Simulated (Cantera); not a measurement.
Thermodynamics of oxide etching and cleaning by halides, feed CaO + HCl

Feed: 1 mol CaO, a varied amount of HCl, at 1575 K and 2.50 Pa.

Cantera equilibrium calculation (NASA polynomials, part measured and part estimated; ideal gas, pure solids and liquids). Candidate condensed phases: Ca, CaCl2, CaO, Ca(OH)2, H2O; 21 gas species. Equilibrium is a limit: real reactors are often held back by kinetics, nucleation or transport.

```tsv
n(HCl) (mol)	x HCl	x CaCl2	x H2O	x Cl	x H2	x H	x OH
6	0.623	0.164	0.163	0.0324	0.0161	0.00105	0.000388
8	0.701	0.123	0.122	0.0352	0.0173	0.00109	0.000281
10	0.748	0.0981	0.0978	0.0368	0.0180	0.00112	0.000220
14	0.801	0.0700	0.0698	0.0386	0.0188	0.00114	0.000154
18	0.831	0.0544	0.0543	0.0395	0.0193	0.00115	0.000118
24	0.857	0.0408	0.0407	0.0404	0.0197	0.00117	8.76e-5
32	0.877	0.0306	0.0305	0.0410	0.0200	0.00117	6.52e-5
42	0.891	0.0233	0.0232	0.0414	0.0202	0.00118	4.94e-5
55	0.901	0.0178	0.0178	0.0418	0.0203	0.00118	3.76e-5
```
x: gas mole fraction; nothing condenses.

From 6 mol HCl to 55 mol HCl nothing is condensed. The main Ca-bearing gas is CaCl2 throughout.
